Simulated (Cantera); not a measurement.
A freely propagating, adiabatic, planar premixed flame of CH4 : O2 : N2 = 1 : 1.33 : 4.53 (molar parts), unburnt at 600 K and 0.306 atm; mixture-averaged transport, grid criteria slope 0.08 and curve 0.16, no radiation.

Detailed kinetics in Cantera: GRI-Mech 3.0 (53 species, 325 reactions). Burning velocities carry a grid error of a few per cent, more on coarse grids.

Question: How do the results move with these cheaper or finer settings: unity-Lewis-number transport; multicomponent transport; multicomponent+Soret transport; grid criteria slope 0.5, curve 1; grid criteria slope 0.25, curve 0.5; grid criteria slope 0.03, curve 0.06?

Answer: 
| setting | laminar burning velocity | thermal thickness | peak x(H2O2) | peak x(HCO) | grid points |
|---|---|---|---|---|---|
| as above | 93.1 cm/s | 1.34 mm | 5.57e-6 | 4.32e-5 | 143 |
| unity-Lewis-number transport | 61.1 cm/s | 1.72 mm | 2.15e-6 | 3.05e-5 | 139 |
| multicomponent transport | 92.7 cm/s | 1.36 mm | 5.51e-6 | 4.29e-5 | 143 |
| multicomponent+Soret transport | 92.7 cm/s | 1.34 mm | 5.58e-6 | 4.42e-5 | 144 |
| grid criteria slope 0.5, curve 1 | 102 cm/s | 1.48 mm | 6.10e-6 | 4.31e-5 | 34 |
| grid criteria slope 0.25, curve 0.5 | 96.6 cm/s | 1.39 mm | 5.63e-6 | 4.33e-5 | 53 |
| grid criteria slope 0.03, curve 0.06 | 91.3 cm/s | 1.33 mm | 5.52e-6 | 4.29e-5 | 327 |
The base run took around 5 core-seconds (rough).
Unity Lewis numbers drop preferential diffusion, which matters most where H2 and H carry the flame; Soret adds thermal diffusion.
